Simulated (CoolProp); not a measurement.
Vapour-liquid equilibrium of acetone (1) + cyclohexane (2) at 291.6 K; x and y are mole fractions of (1).

The numbers come from the multi-fluid Helmholtz-energy mixture model, Lemmon 2006 and Zhou 2014; pair parameters Bell 2016 in CoolProp.

Question: Give the bubble pressure and the first vapour's composition at x = 0.25, 0.35, 0.75. Is there an azeotrope?

Answer: x = 0.25: 0.02493 MPa, y = 0.663; x = 0.35: 0.02554 MPa, y = 0.677; x = 0.75: 0.02606 MPa, y = 0.732. y crosses x between x = 0.65 and 0.75: the model has an azeotrope there.

The pair parameters rest on a limited set of measurements; away from them the model extrapolates. With so large a gap from Raoult's law the liquid may split in two, which this calculation doesn't test in full.
